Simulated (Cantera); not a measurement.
Feed: 1 mol SiO₂, 2.6 mol CO, 0.11 mol H₂, at 1625 K and 13300 Pa.

Equilibrium computed with Cantera from the NASA thermochemical tables; the gas is ideal and each condensed phase is pure. Candidate condensed phases: C, C₆H₆, C₇H₈, C₈H₁₈, H₂O, Si, SiC, SiO₂; 123 gas species. The tables hold silica as quartz up to 1696 K and as liquid above; real silica turns to tridymite and cristobalite and melts near 1996 K. The numbers say what is thermodynamically allowed, not how fast it happens.

Base state: CO 0.959, H₂ 0.0405, SiO 0.000354, CO₂ 0.000313, H₂O 4.11e-5, H 3.89e-5 (mole fractions); condensed: SiO₂(β-quartz).

**Question.** What changes in the equilibrium state with this change: 0.0075 mol O₂ added?

**Answer.** 
| species | before | after |
|---|---|---|
| CO | 0.959 | 0.954 |
| H₂ | 0.0405 | 0.0399 |
| CO₂ | 0.000313 | 0.00492 |
| H₂O | 4.11e-5 | 0.000640 |
| SiO | 0.000354 | 2.24e-5 |
| H | 3.89e-5 | 3.86e-5 |
| SiO₂(β-quartz), mol | 0.999 | 1.000 |

**Question.** What changes in the equilibrium state with this change: temperature from 1625 K to 1975 K?

**Answer.** 
```tsv
species	before	after
CO	0.959	0.942
H₂	0.0405	0.0384
SiO	0.000354	0.00950
CO₂	0.000313	0.00803
H₂O	4.11e-5	0.00147
H	3.89e-5	0.000734
SiO₂(β-quartz), mol	0.999	0
SiO₂(condensed), mol	0	0.974
```
